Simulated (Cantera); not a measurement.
Input: 1 mol trisilylamine, 0.13 mol NH3, equilibrated at 1177 °C and 0.00133 bar.

Cantera equilibrium calculation (NASA polynomials, part measured and part estimated; ideal gas, pure solids and liquids). Candidate condensed phases: Si, Si3N4; 18 gas species. The feed counts by its element totals alone. Mutual solubility and eutectic melting of coexisting phases are not modelled. Kinetics and transport are ignored.

Question: What is the equilibrium state?

Answer: 
* **x(H2)**: 0.987
* **x(N2)**: 0.0128
* **x(H)**: 0.000257
* **x(Si)**: 2.31e-6
* **n(Si(s))**: 2.24 mol
* **n(Si3N4(s))**: 0.252 mol
* **gas amount**: 4.757 mol
